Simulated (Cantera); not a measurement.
An isothermal, constant-pressure homogeneous reactor starts with 43.5 % N2O, 56.5 % N2, at 1423 K and 5600 Pa.

Cantera simulation using GRI-Mech 3.0 (53 species, 325 reactions); the numbers are that mechanism's predictions, not measurements. GRI-Mech 3.0 was tuned for natural gas; its chemistry of N2O as a main component is partial and can be far from experiment. The temperature is held fixed by assumption; the heat of reaction is taken as removed at once.

x: mole fraction; the columns are a selection and need not sum to one.

```json
[
 {"t (s)": "9.00e-5", "x N2O": "0.435", "x O2": "5.33e-6", "x O": "1.68e-5", "x N2": "0.565", "x NO2": "1.01e-12", "x NO": "2.81e-6"},
 {"t (s)": "0.000232", "x N2O": "0.435", "x O2": "2.61e-5", "x O": "2.77e-5", "x N2": "0.565", "x NO2": "2.42e-11", "x NO": "1.38e-5"},
 {"t (s)": "0.000598", "x N2O": "0.434", "x O2": "9.79e-5", "x O": "3.26e-5", "x N2": "0.565", "x NO2": "3.38e-10", "x NO": "5.16e-5"},
 {"t (s)": "0.00154", "x N2O": "0.434", "x O2": "0.000292", "x O": "3.28e-5", "x N2": "0.566", "x NO2": "2.95e-9", "x NO": "0.000154"},
 {"t (s)": "0.00397", "x N2O": "0.432", "x O2": "…", "x O": "3.28e-5", "x N2": "0.566", "x NO2": "…", "x NO": "…"},
 {"t (s)": "0.0102", "x N2O": "0.428", "x O2": "0.00207", "x O": "3.28e-5", "x N2": "0.568", "x NO2": "1.25e-7", "x NO": "0.00109"},
 {"t (s)": "0.0264", "x N2O": "0.418", "x O2": "0.00531", "x O": "3.28e-5", "x N2": "0.573", "x NO2": "6.22e-7", "x NO": "0.00280"},
 {"t (s)": "0.0680", "x N2O": "0.394", "x O2": "0.0133", "x O": "3.28e-5", "x N2": "0.586", "x NO2": "2.32e-6", "x NO": "0.00698"},
 {"t (s)": "0.175", "x N2O": "0.338", "x O2": "0.0313", "x O": "3.27e-5", "x N2": "0.614", "x NO2": "6.58e-6", "x NO": "0.0165"},
 {"t (s)": "0.452", "x N2O": "0.232", "x O2": "0.0660", "x O": "3.24e-5", "x N2": "0.667", "x NO2": "1.53e-5", "x NO": "0.0347"},
 {"t (s)": "1.16", "x N2O": "0.0936", "x O2": "0.111", "x O": "3.11e-5", "x N2": "0.737", "x NO2": "2.79e-5", "x NO": "0.0580"},
 {"t (s)": "3.00", "x N2O": "…", "x O2": "…", "x O": "…", "x N2": "0.779", "x NO2": "…", "x NO": "…"}
]
```

**Question.** Fill in the missing entries.

**Answer.** 
- 0.00397, x O2: 0.000793
- 0.00397, x NO2: 2.07e-8
- 0.00397, x NO: 0.000418
- 3.00, x N2O: 0.0120
- 3.00, x O2: 0.138
- 3.00, x O: 2.15e-5
- 3.00, x NO2: 3.79e-5
- 3.00, x NO: 0.0709
